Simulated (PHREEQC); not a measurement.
Dissolve 6 mmol/kgw KHSO4 at 5 °C. Closed to the air; pH follows from the charge balance.

Computed with PHREEQC (ion-association model, wateq4f.dat).

Question: The ionic strength comes out as 0.0158 mol/kgw. What activity coefficients do H+, K+, SO4-2, KSO4-, HSO4- get?

Answer: H+ 0.90, K+ 0.88, SO4-2 0.62, KSO4- 0.89, HSO4- 0.89.

Precipitation was switched off in this run. Species that the database lacks are ignored. At this temperature some constants are extrapolated from 25 °C, and those without enthalpy data are left unchanged.
